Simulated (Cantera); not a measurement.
What does this Cantera script print?

```python
import numpy as np
import cantera as ct

gas = ct.Solution("h2o2.yaml")
gas.TPX = 625, 960000, {'H2': 0.78, 'O2': 0.909, 'N2': 3.42, 'H2O': 0.19}
flame = ct.FreeFlame(gas, width=0.0082)
flame.set_refine_criteria(ratio=3, slope=0.08, curve=0.16)
flame.transport_model = "mixture-averaged"
flame.solve(loglevel=0, auto=True)
z, T = flame.grid, flame.T
thick = (T[-1] - T[0]) / np.gradient(T, z).max()
show = ['H2', 'O2', 'H2O', 'H', 'H2O2', 'HO2']
print(f"laminar burning velocity  {flame.velocity[0] * 100:.3f} cm/s")
print(f"burnt temperature         {T[-1]:.1f} K")
print(f"thermal thickness         {thick * 1e3:.4f} mm")
print(f"grid points               {len(z)}")
z0 = z[flame.heat_release_rate.argmax()]
print(f"{'z/mm':>9s}{'T/K':>9s}{'u/(m/s)':>9s}" + "".join(f"{s:>11s}" for s in show))
rows = []
for k in (-3, -2, -1.5, -1, -0.5, -0.25, 0, 0.25, 0.5, 1, 2, 4, 8):
    zz = z0 + k * thick
    rows.append([k * thick, np.interp(zz, z, T), np.interp(zz, z, flame.velocity),
                 *(np.interp(zz, z, flame.X[gas.species_index(s)]) for s in show)])
    print(f"{rows[-1][0] * 1e3:9.3f}{rows[-1][1]:9.1f}{rows[-1][2]:9.3f}" + "".join(f"{x:11.3e}" for x in rows[-1][3:]))
```

It prints:

```
laminar burning velocity  25.456 cm/s
burnt temperature         1682.0 K
thermal thickness         0.1181 mm
grid points               102
     z/mm      T/K  u/(m/s)         H2         O2        H2O          H       H2O2        HO2
   -0.354    629.9    0.252  1.315e-01  1.744e-01  3.730e-02  2.814e-15  1.062e-06  2.123e-07
   -0.236    648.5    0.255  1.138e-01  1.768e-01  4.121e-02  3.197e-14  7.429e-06  1.518e-06
   -0.177    684.3    0.266  9.734e-02  1.776e-01  4.811e-02  3.126e-13  2.333e-05  5.136e-06
   -0.118    780.1    0.298  7.345e-02  1.748e-01  6.519e-02  1.374e-11  7.360e-05  1.979e-05
   -0.059   1043.8    0.393  4.148e-02  1.586e-01  1.062e-01  1.282e-07  2.094e-04  1.238e-04
   -0.030   1277.5    0.480  2.386e-02  1.413e-01  1.388e-01  1.675e-05  1.791e-04  3.500e-04
    0.000   1517.2    0.571  8.916e-03  1.218e-01  1.713e-01  1.116e-04  1.233e-05  2.731e-04
    0.030   1631.4    0.614  2.395e-03  1.123e-01  1.862e-01  7.360e-05  2.645e-06  9.873e-05
    0.059   1664.8    0.627  7.096e-04  1.100e-01  1.903e-01  2.192e-05  1.326e-06  3.480e-05
    0.118   1678.4    0.632  1.113e-04  1.094e-01  1.919e-01  2.344e-06  4.828e-07  6.748e-06
    0.236   1681.4    0.633  1.217e-05  1.093e-01  1.923e-01  2.150e-07  1.699e-07  1.488e-06
    0.473   1681.9    0.633  3.507e-06  1.094e-01  1.923e-01  7.866e-08  1.103e-07  9.571e-07
    0.945   1682.0    0.633  3.151e-06  1.094e-01  1.923e-01  7.179e-08  1.054e-07  9.264e-07
```

Detailed kinetics in Cantera: the H2/O2 subset of GRI-Mech 3.0, which has no nitrogen chemistry. The hydrogen kinetics of GRI-Mech 3.0 are dated; newer H2 mechanisms differ, most at raised pressure. Burning velocities carry a grid error of a few per cent, more on coarse grids. Lean hydrogen flames are cellular in practice and burn faster than this planar one.
